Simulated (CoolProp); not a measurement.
A simple Rankine cycle with propyne: condensing at 308.15 K, boiler at 3.88 MPa, turbine inlet 396.3 K, turbine efficiency 0.8, pump efficiency 0.7, no recuperator. Each further row changes one setting.

Model: reference Helmholtz-energy equation of state, Polt 1992, in CoolProp. This equation is an older, rougher fit; its heat capacities, sound speeds and derivatives of the liquid may be far off and weren't checked against measurements.

```csv
case,thermal efficiency (%),net work (kJ/kg),heat in (kJ/kg),turbine exit temperature (K),volume ratio over the turbine
as stated,12.3,64.9,527,[?],5.17
turbine inlet 416.3 K,[?],74.9,583,338.5,4.98
condensing temperature 300.15 K,[?],[?],546,304.7,6.39
boiler pressure 2.72 MPa,10.5,59.9,567,[?],3.44
turbine efficiency 0.7,10.6,[?],527,[?],5.30
```

### Question
Some entries are withheld; supply them.

### Answer

- as stated, turbine exit temperature (K): 313.6
- turbine inlet 416.3 K, thermal efficiency (%): 12.8
- condensing temperature 300.15 K, thermal efficiency (%): 13.6
- condensing temperature 300.15 K, net work (kJ/kg): 74.3
- boiler pressure 2.72 MPa, turbine exit temperature (K): 338.1
- turbine efficiency 0.7, net work (kJ/kg): 55.9
- turbine efficiency 0.7, turbine exit temperature (K): 318.4
